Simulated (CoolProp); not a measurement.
Computed with CoolProp (reference Helmholtz-energy equation of state, Thol 2019).

### Question
Give the vapour pressure (bar), liquid density (kg/m³), vapour Z, surface tension (mN/m) of saturated n-hexane at 351.8, 394.9, 402.1 K.

### Answer
```csv
T (K),p (bar),liquid density (kg/m³),vapour Z,surface tension (mN/m)
351.8,1.37,603,0.940,12.4
394.9,4.16,556,0.871,8.34
402.1,4.88,548,0.856,7.68
```

Surface tension comes from a separate correlation (Mulero 2012).
